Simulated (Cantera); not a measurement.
An isothermal, constant-pressure homogeneous reactor starts with 12.9 % H₂, 47.8 % O₂, 39.2 % N₂, equivalence ratio 0.14, at 1075 K and 1330 Pa.

Model: the H2/O2 subset of GRI-Mech 3.0, which has no nitrogen chemistry, integrated in Cantera. Radical loss at walls, strong at low pressure, is not modelled. The temperature is held fixed by assumption; the heat of reaction is taken as removed at once.

One state of this run: x H₂ = 0.00284; x O₂ = 0.430; x H₂O₂ = 1.89e-7; x HO₂ = 5.72e-6; x H₂O = 0.125; x OH = 0.00272. x: mole fraction; the columns are a selection and need not sum to one.

Task: Which value of t (s) does it belong to?
A) 0.00541
B) 0.293
C) 1.11
D) 0.0205

Result: D, 0.0205
